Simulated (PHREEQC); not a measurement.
## Alkaline etch or developer

A solution holds 7.1 mmol/kgw NH3, at 25 °C. Closed to the air; pH follows from the charge balance.

Equilibrium calculation in PHREEQC: ion-association model, phreeqc.dat.

Precipitation was switched off in this run.

Problem. Predict the pH, ionic strength.

Solution. pH 10.53; ionic strength 0.000354 mol/kgw.

Problem. In which forms is N present?

Solution. NH3 95 %, NH4+ 5.0 % of the N.
